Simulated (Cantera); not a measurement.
**Low-pressure radical oxidation in H2/O2**

An isothermal, constant-pressure homogeneous reactor starts with H2 : O2 : N2 = 0.24 : 1 : 0.73 (molar parts), equivalence ratio 0.12, at 1175 K and 22.5 Torr.

Cantera simulation using the H2/O2 subset of GRI-Mech 3.0, which has no nitrogen chemistry; the numbers are that mechanism's predictions, not measurements. Radical loss at walls, strong at low pressure, is not modelled. The temperature is held fixed by assumption; the heat of reaction is taken as removed at once.

| t (s) | x H2 | x O2 | x O | x H2O | x HO2 |
|---|---|---|---|---|---|
| 2.00e-5 | 0.122 | 0.508 | 3.09e-10 | 1.46e-10 | 1.58e-9 |
| 5.63e-5 | 0.122 | 0.508 | 2.11e-9 | 2.33e-9 | 4.46e-9 |
| 0.000159 | 0.122 | 0.508 | 2.43e-8 | 5.10e-8 | 1.28e-8 |
| 0.000447 | 0.122 | 0.508 | 4.95e-6 | 1.26e-5 | 1.13e-7 |
| 0.00126 | 0.0101 | 0.444 | 0.0365 | 0.0879 | 9.61e-6 |
| 0.00355 | 0.00386 | 0.453 | 0.0268 | 0.109 | 1.00e-5 |
| 0.0100 | 0.00124 | 0.469 | 0.00796 | 0.125 | 8.71e-6 |
| 0.0282 | 0.000165 | 0.475 | 0.00104 | 0.129 | 3.99e-6 |
| 0.0794 | 1.93e-5 | 0.475 | 0.000124 | 0.130 | 9.38e-7 |
| 0.224 | 3.14e-6 | 0.476 | 2.11e-5 | 0.130 | 2.03e-7 |
| 0.630 | 6.94e-7 | 0.476 | 4.81e-6 | 0.130 | 5.23e-8 |
| 1.77 | 1.87e-7 | 0.476 | 1.32e-6 | 0.130 | 1.66e-8 |
| 5.00 | 5.71e-8 | 0.476 | 4.09e-7 | 0.130 | 7.90e-9 |
x: mole fraction; the columns are a selection and need not sum to one.

Equilibrium at this temperature and pressure: H2 8.17e-9, O2 0.476, O 5.85e-8, H2O 0.130, HO2 8.84e-9 (gas phase only).
